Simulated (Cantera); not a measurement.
An adiabatic, constant-volume homogeneous reactor starts with CH3OH : O2 : N2 = 1 : 2.54 : 9.56 (molar parts), equivalence ratio 0.59, at 1325 K and 10.0 bar. Integrator tolerance rtol = 1e-08.

Detailed kinetics in Cantera: GRI-Mech 3.0 (53 species, 325 reactions). GRI-Mech 3.0 was tuned for natural gas; its chemistry of methanol as a main component is partial and can be far from experiment.

What does this change do: pressure from 10.0 bar to 1.00 bar?


```csv
quantity,before,after
time of steepest temperature rise,0.249 ms,1.68 ms
temperature at 8.00 s,2712 K,2615 K
equilibrium temperature,2712 K,2615 K
x(CH3OH) at 8.00 s,<1e-12 (gas-phase equilibrium <1e-12),<1e-12 (gas-phase equilibrium <1e-12)
x(O2) at 8.00 s,0.0673 (gas-phase equilibrium 0.0673),0.0694 (gas-phase equilibrium 0.0694)
x(H) at 8.00 s,0.000545 (gas-phase equilibrium 0.000545),0.00170 (gas-phase equilibrium 0.00170)
x(NO) at 8.00 s,0.0172 (gas-phase equilibrium 0.0172),0.0150 (gas-phase equilibrium 0.0150)
x(H2O) at 8.00 s,0.138 (gas-phase equilibrium 0.138),0.133 (gas-phase equilibrium 0.133)
x(HCO) at 8.00 s,7.22e-9 (gas-phase equilibrium 7.22e-9),4.59e-9 (gas-phase equilibrium 4.59e-9)
x(CH2O) at 8.00 s,8.90e-11 (gas-phase equilibrium 8.90e-11),3.20e-11 (gas-phase equilibrium 3.20e-11)
```

What does this change do: pressure from 10.0 bar to 14.0 bar?


```json
[
 {"quantity": "time of steepest temperature rise", "before": "0.249 ms", "after": "0.195 ms"},
 {"quantity": "temperature at 8.00 s", "before": "2712 K", "after": "2723 K"},
 {"quantity": "equilibrium temperature", "before": "2712 K", "after": "2723 K"},
 {"quantity": "x(CH3OH) at 8.00 s", "before": "<1e-12 (gas-phase equilibrium <1e-12)", "after": "<1e-12 (gas-phase equilibrium <1e-12)"},
 {"quantity": "x(O2) at 8.00 s", "before": "0.0673 (gas-phase equilibrium 0.0673)", "after": "0.0671 (gas-phase equilibrium 0.0671)"},
 {"quantity": "x(H) at 8.00 s", "before": "0.000545 (gas-phase equilibrium 0.000545)", "after": "0.000452 (gas-phase equilibrium 0.000452)"},
 {"quantity": "x(NO) at 8.00 s", "before": "0.0172 (gas-phase equilibrium 0.0172)", "after": "0.0175 (gas-phase equilibrium 0.0175)"},
 {"quantity": "x(H2O) at 8.00 s", "before": "0.138 (gas-phase equilibrium 0.138)", "after": "0.139 (gas-phase equilibrium 0.139)"},
 {"quantity": "x(HCO) at 8.00 s", "before": "7.22e-9 (gas-phase equilibrium 7.22e-9)", "after": "7.44e-9 (gas-phase equilibrium 7.44e-9)"},
 {"quantity": "x(CH2O) at 8.00 s", "before": "8.90e-11 (gas-phase equilibrium 8.90e-11)", "after": "9.97e-11 (gas-phase equilibrium 9.97e-11)"}
]
```
The pressure lies above the range GRI-Mech 3.0 was tuned for (to about 10 atm).
